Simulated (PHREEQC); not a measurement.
Solution (50 °C): 2 mol NaOH and 0.057 mol SrCl2 per kg of water. Closed to the air; pH follows from the charge balance.

Equilibrium calculation in PHREEQC: ion-association model with the Debye-Hückel limiting law, phreeqc.dat.

Problem. The ionic strength comes out as 2.17 mol/kgw. What activity coefficients do Cl-, Na+, SrOH+, OH-, Sr+2 get?

Solution. Cl- 0.16, Na+ 0.16, SrOH+ 0.16, OH- 0.16, Sr+2 0.00071.

Precipitation was switched off in this run. The ionic strength is past about 0.7 mol/kgw, beyond the range of this activity model, so the values are rough. Complexes and solids missing from the database can't appear. Away from 25 °C the constants follow the database's enthalpies or fits; those with neither stay at their 25 °C values.
